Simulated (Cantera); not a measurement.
An isothermal, constant-pressure homogeneous reactor starts with 37.0 % CH4, 63.0 % H2O, at 1975 K and 500000 Pa.

Cantera simulation using GRI-Mech 3.0 (53 species, 325 reactions); the numbers are that mechanism's predictions, not measurements.

One state of this run: x CH4 = 0.0100; x H2O = 0.184; x O2 = 9.13e-10; x H2O2 = 2.31e-11; x C2H6 = 1.71e-6. x: mole fraction; the columns are a selection and need not sum to one.

Task: Which value of t (s) does it belong to?
(A) 5.40
(B) 1.32
(C) 0.0194
(D) 0.000286

Result: C, 0.0194
